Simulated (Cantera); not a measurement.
A Cantera script and its output.

```python
import numpy as np
import cantera as ct

gas = ct.Solution("h2o2.yaml")
gas.TPX = 748, 33000, {'H2': 1, 'O2': 0.735, 'N2': 2.76, 'H2O': 0.17}
inlet = ct.Reservoir(gas, clone=True)
gas.equilibrate("HP")  # start burning
reactor = ct.IdealGasConstPressureReactor(gas, energy="on", clone=False)
exhaust = ct.Reservoir(gas, clone=True)
tau = [0.038, 0.018, 0.0089, 0.0043, 0.0021, 0.00099, 0.00048, 0.00023, 0.00011, 5.4e-05][0]
for a, b in ((inlet, reactor), (reactor, exhaust)):
    ct.MassFlowController(a, b, mdot=lambda t: reactor.mass / tau)
net = ct.ReactorNet([reactor])
show = ['H2', 'O2', 'H2O', 'O', 'H2O2', 'HO2', 'OH']

rows = []
print(f"{'tau/s':>10s}{'T/K':>9s}" + "".join(f"{s:>11s}" for s in show))
for tau in [0.038, 0.018, 0.0089, 0.0043, 0.0021, 0.00099, 0.00048, 0.00023, 0.00011, 5.4e-05]:
    net.initial_time = 0.0
    net.advance(30 * tau)
    before = gas.X
    net.advance(40 * tau)
    drift = np.max(np.abs(gas.X - before) / (gas.X + 1e-9))
    rows.append([gas.T, *gas[show].X, drift])
    print(f"{tau:10.3e}{gas.T:9.1f}" + "".join(f"{x:11.3e}" for x in gas[show].X))
```

Result:

```
     tau/s      T/K         H2         O2        H2O          O       H2O2        HO2         OH
 3.800e-02   2199.4  4.713e-03  5.484e-02  2.680e-01  2.252e-03  1.198e-07  2.903e-06  1.097e-02
 1.800e-02   2168.7  6.483e-03  5.500e-02  2.643e-01  3.128e-03  1.213e-07  3.064e-06  1.249e-02
 8.900e-03   2121.8  9.089e-03  5.543e-02  2.590e-01  4.475e-03  1.359e-07  3.578e-06  1.417e-02
 4.300e-03   2052.1  1.267e-02  5.633e-02  2.515e-01  6.450e-03  1.714e-07  4.681e-06  1.568e-02
 2.100e-03   1961.7  1.674e-02  5.777e-02  2.426e-01  8.894e-03  2.390e-07  6.424e-06  1.645e-02
 9.900e-04   1846.3  2.106e-02  5.993e-02  2.322e-01  1.172e-02  3.794e-07  8.905e-06  1.616e-02
 4.800e-04   1720.3  2.490e-02  6.268e-02  2.217e-01  1.426e-02  6.574e-07  1.186e-05  1.476e-02
 2.300e-04   1583.3  2.889e-02  6.647e-02  2.106e-01  1.603e-02  1.213e-06  1.557e-05  1.247e-02
 1.100e-04   1440.3  3.577e-02  7.261e-02  1.969e-01  1.602e-02  2.108e-06  2.070e-05  9.687e-03
 5.400e-05   1284.0  5.753e-02  8.629e-02  1.721e-01  1.242e-02  2.910e-06  2.957e-05  6.530e-03
```

Computed with Cantera and the H2/O2 subset of GRI-Mech 3.0, which has no nitrogen chemistry.
